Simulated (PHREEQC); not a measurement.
Consider water at 90 °C with 49 mmol/kgw NaH2PO4, 3.8 mmol/kgw Na2HPO4 and 6.4 mmol/kgw NaCl. Closed to the air; pH follows from the charge balance.

All values are PHREEQC results (ion-association model, phreeqc.dat), not measurements.

Each row changes one thing in this solution. No solid was allowed to form.

```csv
case,pH,ionic strength (mol/kgw),H2PO4- (mol/kgw),HPO4-2 (mol/kgw),NaHPO4- (mol/kgw),H3PO4 (mol/kgw)
as made,5.63,0.0665,0.0490,0.00366,0.000169,2.46e-5
diluted 100-fold with water,___,0.000670,0.000489,3.90e-5,4.19e-8,1.53e-7
diluted 10-fold with water,5.84,0.00668,0.00490,0.000380,___,1.78e-6
NaCl from 0.0064 to 0.00704 mol/kgw,5.63,0.0671,0.0490,0.00366,0.000170,2.47e-5
NaCl replaced by HCl at the same molality,3.67,___,0.0504,3.91e-5,1.72e-6,0.00238
temperature from 90 to 45 °C,5.74,0.0664,0.0490,0.00363,0.000183,1.29e-5
NaCl left out,5.65,0.0601,0.0490,0.00367,0.000158,2.42e-5
```

### Question
Some entries are withheld; supply them.

### Answer

- diluted 100-fold with water, pH: 5.93
- diluted 10-fold with water, NaHPO4- (mol/kgw): 3.16e-6
- NaCl replaced by HCl at the same molality, ionic strength (mol/kgw): 0.0569

Constants without temperature data keep their 25 °C values here.
